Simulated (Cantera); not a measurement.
Feed: 1 mol BF₃, 34 mol H₂, 0.61 mol N₂, 0.38 mol O₂, at 0.00270 bar.

Equilibrium computed with Cantera from the NASA thermochemical tables; the gas is ideal and each condensed phase is pure. Candidate condensed phases: B, BN, B₂O₃, B₃O₃H₃, H₂O; 62 gas species. The tables' values for BF₂ are old estimates; treat these amounts as uncertain. The numbers say what is thermodynamically allowed, not how fast it happens. All values below are at 1152 °C.

Base state: H₂ 0.914, HF 0.0413, BOF 0.0204, N₂ 0.0168, BF₃ 0.00686, H₂O 0.000332, H 0.000126, BHF₂ 6.95e-5 (mole fractions); condensed: gas only.

### Question
What changes in the equilibrium state with this change: pressure from 0.00270 bar to 0.0610 bar?

### Answer
```tsv
species	before	after
H₂	0.914	0.917
HF	0.0413	0.0355
N₂	0.0168	0.0168
BOF	0.0204	0.0167
BF₃	0.00686	0.0101
B₃O₃F₃	1.65e-7	4.65e-5
H₂O	0.000332	0.00309
HBO₂	5.40e-5	0.000480
H	0.000126	2.64e-5
```
Gases not in the tables: H₃BO₃.
